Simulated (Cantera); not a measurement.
A perfectly stirred reactor is fed with 45.5 % NH₃, 54.5 % H₂, at 10.00 Torr; it is held at 2375 K, and followed from long to short residence time.

Model: the gas-phase N/H chemistry of the illustrative SiF4/NH3 mechanism in the Surface Chemkin manual (1991), integrated in Cantera. Walls and surfaces, which speed up NH3 decomposition in real reactors, are not modelled.

Question: Predict: x(NH₃) at τ = 6.80 s; x(H₂) at τ = 6.80 s; x(N₂) at τ = 6.80 s; x(N₂H₂) at τ = 6.80 s; x(NH₃) at τ = 0.110 s; x(H₂) at τ = 0.110 s; x(N₂) at τ = 0.110 s; x(N₂H₂) at τ = 0.110 s; x(N₂H₄) at τ = 0.110 s.

Answer: 
```json
{
 "x(NH₃) at τ = 6.80 s": "0.000129",
 "x(H₂) at τ = 6.80 s": "0.796",
 "x(N₂) at τ = 6.80 s": "0.152",
 "x(N₂H₂) at τ = 6.80 s": "8.92e-9",
 "x(NH₃) at τ = 0.110 s": "0.160",
 "x(H₂) at τ = 0.110 s": "0.735",
 "x(N₂) at τ = 0.110 s": "0.100",
 "x(N₂H₂) at τ = 0.110 s": "4.70e-6",
 "x(N₂H₄) at τ = 0.110 s": "1.52e-9"
}
```
